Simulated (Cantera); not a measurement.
A closed system holds: 1 mol CH₂F₂, 0.11 mol CH₄, held at 2050 °C and 0.00490 bar.

These are equilibrium values from Cantera (NASA tables, ideal gas, pure condensed phases), not measurements of a reactor. Candidate condensed phases: C, C₆H₆, C₇H₈, C₈H₁₈; 95 gas species. Rates play no part.

Base state: HF 0.881, H₂ 0.0755, H 0.0428, F 0.000635, C₂H₂ (acetylene) 0.000366, CF 1.15e-5 (mole fractions); condensed: C(graphite).

Task: What changes in the equilibrium state with this change: temperature from 2050 °C to 1327 °C?

Result: 
| species | before | after |
|---|---|---|
| HF | 0.881 | 0.901 |
| H₂ | 0.0755 | 0.0990 |
| H | 0.0428 | 0.000244 |
| CF | 1.15e-5 | <1e-9 |
| F | 0.000635 | 1.20e-7 |
| C(graphite), mol | 1.11 | 1.11 |
